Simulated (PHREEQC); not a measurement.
Dissolve 0.068 mol/kgw HF, 0.051 mol/kgw (NH4)2SiF6, 0.0006 mol/kgw HBF4 and 9.4e-05 mol/kgw H2SO4 at 45 °C. Closed to the air; pH follows from the charge balance.

The numbers come from PHREEQC with the ion-association model, phreeqc.dat.

Problem. The ionic strength comes out as 0.161 mol/kgw. What activity coefficients do SiF6-2, HF2-, SO4-2, BF4-, NH4SO4- get?

Solution. SiF6-2 0.31, HF2- 0.75, SO4-2 0.30, BF4- 0.75, NH4SO4- 0.75.

Precipitation was switched off in this run. At this temperature some constants are extrapolated from 25 °C, and those without enthalpy data are left unchanged. SiF6-2 is the database's only silicon fluoride. Real BF4- forms and hydrolyses slowly; the run takes it at equilibrium.
